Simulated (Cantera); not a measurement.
**Adiabatic ignition**

An adiabatic, constant-volume homogeneous reactor starts with C3H8 : O2 : N2 = 1 : 13.9 : 52.2 (molar parts), equivalence ratio 0.36, at 1250 K and 0.197 atm.

Computed with Cantera and GRI-Mech 3.0 (53 species, 325 reactions). GRI-Mech 3.0 was tuned for natural gas; its chemistry of propane as a main component is partial and can be far from experiment.

```tsv
t (s)	T (K)	P (bar)	x C3H8	x O2	x CH3	x CH2CO	x C2H2
1.00e-6	1250	0.200	0.0149	0.207	1.75e-7	<1e-12	<1e-12
3.16e-6	1250	0.200	0.0149	0.207	5.56e-7	<1e-12	<1e-12
1.00e-5	1250	0.200	0.0149	0.207	1.85e-6	<1e-12	<1e-12
3.16e-5	1250	0.200	0.0149	0.207	7.03e-6	3.79e-11	4.43e-12
0.000100	1250	0.200	0.0149	0.207	2.58e-5	1.37e-9	1.24e-10
0.000316	1249	0.200	0.0148	0.207	9.55e-5	5.91e-8	5.01e-9
0.00100	1249	0.200	0.0142	0.207	0.000229	2.53e-6	2.08e-7
0.00316	1262	0.203	0.0106	0.204	0.000351	9.96e-5	8.06e-6
0.0100	2213	0.361	<1e-12	0.129	<1e-12	<1e-12	<1e-12
0.0316	2226	0.363	<1e-12	0.129	<1e-12	<1e-12	<1e-12
0.100	2222	0.362	<1e-12	0.128	<1e-12	<1e-12	<1e-12
0.316	2214	0.361	<1e-12	0.126	<1e-12	<1e-12	<1e-12
1.00	2206	0.359	<1e-12	0.125	<1e-12	<1e-12	<1e-12
```
x: mole fraction; the columns are a selection and need not sum to one.

| Quantity | Value |
|---|---|
| time of steepest temperature rise | 3.97 ms |
| temperature at 1.00 s | 2206 K |
| equilibrium temperature | 2205 K |
| x(C3H8) at 1.00 s | <1e-12 (gas-phase equilibrium <1e-12) |
| x(O2) at 1.00 s | 0.125 (gas-phase equilibrium 0.124) |
| x(CH3) at 1.00 s | <1e-12 (gas-phase equilibrium <1e-12) |
